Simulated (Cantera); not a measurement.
Cantera run:

```python
import numpy as np
import cantera as ct

gas_names = """
    H2 N2O ZrO2 H2O2
""".split()
cond_names = """
    ZrN(s) ZrN(L)
""".split()


# ... load() reads the species with a 1 bar reference pressure and builds the phases ...
species = {s.name: s for s in load("nasa_gas.yaml", gas_names) + load("nasa_condensed.yaml", cond_names)}
# Each term lists the table entries of one substance; the one whose range holds T is used.
reactions = {
    '5 H2(g) + 2 N2O(g) + 4 ZrO2(g) = 4 ZrN + 5 H2O2(g)':
        [(-5, ['H2']), (-2, ['N2O']), (-4, ['ZrO2']), (4, ['ZrN(s)', 'ZrN(L)']), (5, ['H2O2'])],
}


def pick(names, T):
    return next(species[n] for n in names if species[n].thermo.min_temp <= T <= species[n].thermo.max_temp)


results = []
for label, terms in reactions.items():
    print(label)
    print("     T/K   dH/kJ  dS/(J/K)   dG/kJ   log10 K")
    for T in [300, 1398, 1498, 1598, 1698, 1798, 1898, 1998, 2098, 2198]:
        used = [(nu, pick(names, T)) for nu, names in terms]
        dH = sum(nu * s.thermo.h(T) for nu, s in used) / 1e6
        dS = sum(nu * s.thermo.s(T) for nu, s in used) / 1e3
        dG = dH - T * dS / 1e3
        logK = -dG * 1e6 / (ct.gas_constant * T * np.log(10))
        results.append((label, T, dH, dS, dG, logK, [s.name for _, s in used]))
        print(f"{T:8g} {dH:8.1f} {dS:8.1f} {dG:8.1f} {logK:8.2f}")
```

Result:

```
5 H2(g) + 2 N2O(g) + 4 ZrO2(g) = 4 ZrN + 5 H2O2(g)
     T/K   dH/kJ  dS/(J/K)   dG/kJ   log10 K
     300  -1161.0   -860.3   -903.0   157.22
    1398  -1136.8   -844.2     43.3    -1.62
    1498  -1130.6   -839.9    127.5    -4.45
    1598  -1123.9   -835.6    211.3    -6.91
    1698  -1116.8   -831.2    294.6    -9.06
    1798  -1109.2   -826.9    377.5   -10.97
    1898  -1101.1   -822.5    460.0   -12.66
    1998  -1092.7   -818.2    542.1   -14.17
    2098  -1083.8   -813.9    623.7   -15.53
    2198  -1074.6   -809.6    704.8   -16.75
```

Source: NASA polynomial tables (part measured, part estimated), evaluated in Cantera. ZrN: taken at fixed stoichiometry. Condensed species are held in their standard states even where they would react or evaporate.
